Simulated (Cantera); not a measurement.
Adiabatic ignition

An adiabatic, constant-volume homogeneous reactor starts with CO : H2 : CH4 : O2 : N2 = 1 : 0.56 : 0.18 : 0.6 : 2.1 (molar parts), at 1475 K and 1.01 bar.

Detailed kinetics in Cantera: GRI-Mech 3.0 (53 species, 325 reactions).

| t (s) | T (K) | P (bar) | x CO | x H2 | x CH4 | x NO | x C2H6 |
|---|---|---|---|---|---|---|---|
| 4.00e-6 | 1475 | 1.01 | 0.225 | 0.126 | 0.0405 | <1e-12 | 2.63e-11 |
| 1.14e-5 | 1475 | 1.01 | 0.225 | 0.126 | 0.0405 | <1e-12 | 1.11e-8 |
| 3.24e-5 | 1502 | 1.03 | 0.225 | 0.123 | 0.0368 | 5.44e-10 | 0.000240 |
| 9.24e-5 | 2801 | 1.90 | 0.204 | 0.0570 | <1e-12 | 0.000321 | <1e-12 |
| 0.000263 | 2952 | 1.98 | 0.205 | 0.0566 | <1e-12 | 0.00211 | <1e-12 |
| 0.000750 | 2946 | 1.97 | 0.206 | 0.0572 | <1e-12 | 0.00434 | <1e-12 |
| 0.00213 | 2944 | 1.97 | 0.206 | 0.0574 | <1e-12 | 0.00476 | <1e-12 |
| 0.00608 | 2944 | 1.97 | 0.206 | 0.0574 | <1e-12 | 0.00477 | <1e-12 |
| 0.0173 | 2944 | 1.97 | 0.206 | 0.0574 | <1e-12 | 0.00477 | <1e-12 |
| 0.0493 | 2944 | 1.97 | 0.206 | 0.0574 | <1e-12 | 0.00477 | <1e-12 |
| 0.140 | 2944 | 1.97 | 0.206 | 0.0574 | <1e-12 | 0.00477 | <1e-12 |
| 0.400 | 2944 | 1.97 | 0.206 | 0.0574 | <1e-12 | 0.00477 | <1e-12 |
x: mole fraction; the columns are a selection and need not sum to one.

| Quantity | Value |
|---|---|
| time of steepest temperature rise | 46.2 µs |
| temperature at 0.400 s | 2944 K |
| equilibrium temperature | 2944 K |
| x(CO) at 0.400 s | 0.206 (gas-phase equilibrium 0.206) |
| x(H2) at 0.400 s | 0.0574 (gas-phase equilibrium 0.0574) |
| x(CH4) at 0.400 s | <1e-12 (gas-phase equilibrium <1e-12) |
